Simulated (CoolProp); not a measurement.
n-perfluoropentane along the isobar 2900 kPa: fugacity coefficient from the reference equation and from simpler models built on Tc = 421.0 K, pc = 2063 kPa, ω = 0.436; each cubic takes its own stable root.

The numbers come from the reference Helmholtz-energy equation of state, Gao 2022 in CoolProp.

```json
[
 {"T (K)": "391.1", "phase": "liquid", "reference": "0.3367", "van der Waals": "0.4521", "Soave-Redlich-Kwong": "0.3491", "Peng-Robinson": "…"},
 {"T (K)": "400.4", "phase": "liquid", "reference": "0.3868", "van der Waals": "0.4828", "Soave-Redlich-Kwong": "0.4006", "Peng-Robinson": "0.3833"},
 {"T (K)": "409.7", "phase": "liquid", "reference": "0.4388", "van der Waals": "0.5133", "Soave-Redlich-Kwong": "0.4535", "Peng-Robinson": "…"},
 {"T (K)": "419", "phase": "liquid", "reference": "0.4917", "van der Waals": "0.5434", "Soave-Redlich-Kwong": "0.5066", "Peng-Robinson": "0.4850"},
 {"T (K)": "428.3", "phase": "supercritical", "reference": "0.5441", "van der Waals": "0.5728", "Soave-Redlich-Kwong": "0.5578", "Peng-Robinson": "…"},
 {"T (K)": "437.6", "phase": "supercritical", "reference": "0.5930", "van der Waals": "…", "Soave-Redlich-Kwong": "0.6042", "Peng-Robinson": "0.5786"},
 {"T (K)": "446.9", "phase": "supercritical", "reference": "0.6331", "van der Waals": "0.6278", "Soave-Redlich-Kwong": "0.6428", "Peng-Robinson": "0.6156"},
 {"T (K)": "456.2", "phase": "supercritical", "reference": "0.6651", "van der Waals": "0.6523", "Soave-Redlich-Kwong": "0.6747", "Peng-Robinson": "0.6465"}
]
```

Question: Complete the blanks.

Answer: 
- 391.1, Peng-Robinson: 0.3340
- 409.7, Peng-Robinson: 0.4341
- 428.3, Peng-Robinson: 0.5341
- 437.6, van der Waals: 0.6011
